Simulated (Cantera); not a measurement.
An isothermal, constant-pressure homogeneous reactor starts with H₂ : O₂ : N₂ : H₂O = 0.47 : 1 : 1.9 : 0.0056 (molar parts), equivalence ratio 0.23, at 925 K and 1330 Pa.

Detailed kinetics in Cantera: GRI-Mech 3.0 (53 species, 325 reactions). Radical loss at walls, strong at low pressure, is not modelled. Below about 950 K walls govern HO2 and H2O2 in real vessels. The temperature is held fixed by assumption; the heat of reaction is taken as removed at once.

x: mole fraction; the columns are a selection and need not sum to one.

```csv
t (s),x H₂,x O₂,x NO,x H,x HO₂
0.000100,0.139,0.296,<1e-12,4.23e-12,4.36e-12
0.000501,0.139,0.296,<1e-12,2.52e-11,2.21e-11
0.00251,0.139,0.296,<1e-12,9.85e-10,1.38e-10
0.0126,…,0.291,3.01e-10,…,…
0.0632,0.000945,0.243,5.80e-7,0.000936,4.88e-6
0.317,…,0.244,5.78e-7,…,…
1.59,9.25e-7,0.244,5.74e-7,2.53e-8,5.95e-8
7.98,5.16e-8,0.244,5.76e-7,8.37e-10,6.69e-9
40.0,6.45e-9,0.244,5.79e-7,4.96e-11,1.09e-9
```

**Question.** What belongs in the gaps?

**Answer.** 
- 0.0126, x H₂: 0.127
- 0.0126, x H: 0.00647
- 0.0126, x HO₂: 3.25e-6
- 0.317, x H₂: 2.63e-5
- 0.317, x H: 1.98e-6
- 0.317, x HO₂: 7.68e-7
